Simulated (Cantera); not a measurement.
Feed: 1 mol Si, 0.72 mol H2, at 725 K and 0.410 bar.

Equilibrium computed with Cantera from the NASA thermochemical tables; the gas is ideal and each condensed phase is pure. Candidate condensed phases: Si; 9 gas species. The numbers say what is thermodynamically allowed, not how fast it happens.

Base state: H2 1.00 (mole fractions); condensed: Si(s).

**Question.** What changes in the equilibrium state with this change: Si replaced by SiCl4?

**Answer.** 
| species | before | after |
|---|---|---|
| SiCl4 | 0 | 0.573 |
| H2 | 1.00 | 0.410 |
| HCl | 0 | 0.00852 |
| SiHCl3 | 0 | 0.00850 |
| Si(s), mol | 1.00 | 0 |
